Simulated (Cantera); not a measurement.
What does this Cantera script print?

```python
import numpy as np
import cantera as ct

gas = ct.Solution("h2o2.yaml")
gas.TPX = 648, 101325, {'H2': 1, 'O2': 0.385, 'N2': 1.45, 'H2O': 0.12}
flame = ct.FreeFlame(gas, width=0.04)
flame.set_refine_criteria(ratio=3, slope=0.08, curve=0.16)
flame.transport_model = "mixture-averaged"
flame.solve(loglevel=0, auto=True)
flame.transport_model = "multicomponent"
flame.soret_enabled = True
flame.solve(loglevel=0, refine_grid=True)
z, T = flame.grid, flame.T
thick = (T[-1] - T[0]) / np.gradient(T, z).max()
show = ['H2', 'O2', 'H2O', 'HO2', 'H2O2', 'O']
print(f"laminar burning velocity  {flame.velocity[0] * 100:.3f} cm/s")
print(f"burnt temperature         {T[-1]:.1f} K")
print(f"thermal thickness         {thick * 1e3:.4f} mm")
print(f"grid points               {len(z)}")
z0 = z[flame.heat_release_rate.argmax()]
print(f"{'z/mm':>9s}{'T/K':>9s}{'u/(m/s)':>9s}" + "".join(f"{s:>11s}" for s in show))
rows = []
for k in (-3, -2, -1.5, -1, -0.5, -0.25, 0, 0.25, 0.5, 1, 2, 4, 8):
    zz = z0 + k * thick
    rows.append([k * thick, np.interp(zz, z, T), np.interp(zz, z, flame.velocity),
                 *(np.interp(zz, z, flame.X[gas.species_index(s)]) for s in show)])
    print(f"{rows[-1][0] * 1e3:9.3f}{rows[-1][1]:9.1f}{rows[-1][2]:9.3f}" + "".join(f"{x:11.3e}" for x in rows[-1][3:]))
```

It prints:

```
laminar burning velocity  879.136 cm/s
burnt temperature         2470.9 K
thermal thickness         0.4516 mm
grid points               138
     z/mm      T/K  u/(m/s)         H2         O2        H2O        HO2       H2O2          O
   -1.355    648.0    8.791  3.384e-01  1.303e-01  4.061e-02  6.173e-13  3.371e-15  1.856e-17
   -0.903    648.0    8.791  3.384e-01  1.303e-01  4.061e-02  3.507e-11  1.344e-14  3.513e-14
   -0.677    648.0    8.791  3.384e-01  1.303e-01  4.061e-02  1.865e-09  6.055e-13  2.961e-12
   -0.452    648.0    8.791  3.383e-01  1.303e-01  4.061e-02  4.358e-07  3.148e-10  1.501e-09
   -0.226    658.8    8.867  3.322e-01  1.310e-01  4.144e-02  2.126e-04  2.177e-06  6.793e-06
   -0.113    831.4   10.900  2.993e-01  1.274e-01  5.792e-02  2.261e-04  1.125e-05  2.995e-04
    0.000   1256.9   16.017  1.973e-01  8.697e-02  1.443e-01  9.068e-05  4.385e-06  4.749e-03
    0.113   1566.0   19.750  1.049e-01  3.029e-02  2.471e-01  2.822e-05  2.611e-06  8.889e-03
    0.226   1708.0   21.405  8.682e-02  1.540e-02  2.746e-01  1.316e-05  1.640e-06  8.735e-03
    0.452   1856.4   23.056  8.690e-02  1.089e-02  2.858e-01  8.184e-06  8.956e-07  7.430e-03
    0.903   2008.2   24.675  8.870e-02  8.112e-03  2.960e-01  5.383e-06  4.851e-07  5.564e-03
    1.806   2154.2   26.178  8.901e-02  5.434e-03  3.077e-01  3.298e-06  2.805e-07  3.644e-03
    3.613   2278.9   27.422  8.828e-02  3.203e-03  3.192e-01  1.883e-06  1.771e-07  2.072e-03
```

Detailed kinetics in Cantera: the H2/O2 subset of GRI-Mech 3.0, which has no nitrogen chemistry. Burning velocities carry a grid error of a few per cent, more on coarse grids.
